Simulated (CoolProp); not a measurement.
Values from CoolProp's reference Helmholtz-energy equation of state, Zhou 2016.

### Question
Give the vapour pressure (MPa), liquid density (kg/m³), vapour density (kg/m³), liquid cp (kJ/(kg K)) of saturated R245ca at 302.2, 333.9 K.

### Answer
| T (K) | p (MPa) | liquid density (kg/m³) | vapour density (kg/m³) | liquid cp (kJ/(kg K)) |
|---|---|---|---|---|
| 302.2 | 0.117 | 1380 | 6.52 | 1.39 |
| 333.9 | 0.335 | 1290 | 17.8 | 1.44 |
